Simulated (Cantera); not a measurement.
A perfectly stirred reactor is fed with CO : O2 : H2O : N2 = 0.0084 : 0.053 : 0.0016 : 1 (molar parts), equivalence ratio 0.079, at 320000 Pa; it is held at 1473 K, and followed from long to short residence time.

Cantera simulation using GRI-Mech 3.0 (53 species, 325 reactions); the numbers are that mechanism's predictions, not measurements.

Q: Predict: x(CO) at τ = 5.10 s; x(O2) at τ = 5.10 s; x(H2O) at τ = 5.10 s; x(NO) at τ = 5.10 s; x(H) at τ = 5.10 s; x(CO) at τ = 35.0 ms; x(O2) at τ = 35.0 ms; x(H2O) at τ = 35.0 ms; x(NO) at τ = 35.0 ms; x(H) at τ = 35.0 ms.

A: 
* **x(CO) at τ = 5.10 s**: 1.60e-5
* **x(O2) at τ = 5.10 s**: 0.0461
* **x(H2O) at τ = 5.10 s**: 0.00151
* **x(NO) at τ = 5.10 s**: 4.30e-6
* **x(H) at τ = 5.10 s**: 1.23e-8
* **x(CO) at τ = 35.0 ms**: 0.000527
* **x(O2) at τ = 35.0 ms**: 0.0463
* **x(H2O) at τ = 35.0 ms**: 0.00149
* **x(NO) at τ = 35.0 ms**: 4.41e-6
* **x(H) at τ = 35.0 ms**: 1.10e-6
